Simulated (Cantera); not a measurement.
Mixture: CH₄ : H₂ : O₂ : N₂ = 1 : 0.65 : 4.23 : 15.9 (molar parts), at 28500 Torr, adiabatic and at constant volume. Ignition delay is the time to a rise of 400 K.

Computed with Cantera and GRI-Mech 3.0 (53 species, 325 reactions). The pressure lies above the range GRI-Mech 3.0 was tuned for (to about 10 atm).

Question: What does this change do: CH4 1 to 0.4 parts?

Answer: 
| quantity | before | after |
|---|---|---|
| delay at 1000 K | 8.34 ms | 11.6 ms |
| delay at 1200 K | 0.226 ms | 0.289 ms |
| delay at 1400 K | 21.5 µs | 18.6 µs |
| delay at 1600 K | 5.20 µs | 3.10 µs |
| apparent activation energy between 1500 and 1700 K | 130 kJ/mol | 150 kJ/mol |

Question: What does this change do: pressure from 28500 Torr to 3980 Torr?

Answer: 
```
quantity                                                before       after
--------------------------------------------------  ----------  ----------
delay at 1000 K                                        8.34 ms     18.5 ms
delay at 1200 K                                       0.226 ms    0.363 ms
delay at 1400 K                                        21.5 µs     71.5 µs
delay at 1600 K                                        5.20 µs     22.0 µs
apparent activation energy between 1500 and 1700 K  130 kJ/mol  110 kJ/mol
```
